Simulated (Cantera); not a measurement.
Feed: 1 mol C3H6, 0.033 mol H2O, 13 mol H2, held at 2930 Torr.

Method: chemical equilibrium by Gibbs-energy minimisation in Cantera with the NASA 1993 tables (ideal gas, pure condensed phases). Candidate condensed phases: C, C6H6, C7H8, C8H18, H2O; 131 gas species. Ions and electrons are included (thermal ionisation). The numbers say what is thermodynamically allowed, not how fast it happens.

Which condensed phases are stable at each of these points (T (°C)): 1727, 2227, 2727, 3227, 3727, 4227, 4727?


```
T (°C)  condensed phases  C condensed (%)
------  ----------------  ---------------
1727         C(graphite)             97.2
2227         C(graphite)             87.0
2727         C(graphite)             34.0
3227            gas only              0.0
3727            gas only              0.0
4227            gas only              0.0
4727            gas only              0.0
```

From 1727 °C to 2727 °C the condensed part is C(graphite). From 3227 °C to 4727 °C nothing is condensed.
